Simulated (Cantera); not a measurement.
**Equilibrium for carbothermic reduction: PbO + CH4 + CO**

A closed system holds: 1 mol PbO, 1.8 mol CH4, 0.03 mol CO, held at 1000 Pa.

Method: chemical equilibrium by Gibbs-energy minimisation in Cantera with the NASA 1993 tables (ideal gas, pure condensed phases). Candidate condensed phases: C, C6H6, C7H8, C8H18, H2O, Pb, PbO, PbO2, Pb3O4; 113 gas species. Kinetics and transport are ignored.

From 852 °C to 952 °C the condensed part is C(graphite) + Pb(l). From 1002 °C to 1452 °C the condensed part is C(graphite). The main Pb-bearing gas is Pb throughout.

```csv
T (°C),x H2,x CO,x Pb,x H,x CH4,x H2O,n C(graphite),n Pb(l)
852,0.763,0.218,0.0189,3.88e-7,0.000168,0.000107,0.800,0.911
902,0.744,0.213,0.0435,1.06e-6,0.000106,5.48e-5,0.800,0.789
952,0.705,0.202,0.0935,2.62e-6,6.52e-5,2.79e-5,0.800,0.523
1002,0.639,0.183,0.178,5.89e-6,3.79e-5,1.36e-5,0.800,0
1052,0.639,0.183,0.178,1.31e-5,2.74e-5,8.42e-6,0.800,0
1102,0.639,0.183,0.178,2.74e-5,2.03e-5,5.38e-6,0.800,0
1152,0.639,0.183,0.178,5.45e-5,1.54e-5,3.55e-6,0.800,0
1202,0.639,0.183,0.178,0.000104,1.19e-5,2.41e-6,0.800,0
1252,0.639,0.183,0.178,0.000189,9.32e-6,1.68e-6,0.800,0
1302,0.639,0.183,0.178,0.000332,7.43e-6,1.20e-6,0.800,0
1352,0.639,0.183,0.178,0.000564,6.00e-6,8.74e-7,0.800,0
1402,0.639,0.183,0.178,0.000928,4.91e-6,6.49e-7,0.800,0
1452,0.638,0.183,0.177,0.00148,4.07e-6,4.91e-7,0.799,0
```
x: gas mole fraction; n: condensed amount in mol.
